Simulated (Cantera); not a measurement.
Charge: 1 mol PbO, 3.3 mol H2, equilibrated at 1050 Torr.

Cantera equilibrium calculation (NASA polynomials, part measured and part estimated; ideal gas, pure solids and liquids). Candidate condensed phases: H2O, Pb, PbO, PbO2, Pb3O4; 12 gas species. Equilibrium is a limit: real reactors are often held back by kinetics, nucleation or transport. All values below are at 1550 K.

Base state: H2 0.677, H2O 0.295, Pb 0.0280, H 2.19e-5, Pb2 1.59e-5 (mole fractions); condensed: Pb(l).

Q: What changes in the equilibrium state with this change: PbO replaced by Nb2O5?

A: 
```tsv
species	before	after
H2	0.677	0.897
H2O	0.295	0.103
H	2.19e-5	2.52e-5
Pb	0.0280	0
Pb2	1.59e-5	0
Pb(l), mol	0.905	0
NbO2(s), mol	0	0.677
Nb2O5(s), mol	0	0.662
```
Mutual solubility and eutectic melting of coexisting phases are not modelled. Condensed phases not in the tables: the oxides between NbO2 and Nb2O5. Further candidate phases: Nb, NbO, NbO2, Nb2O5.
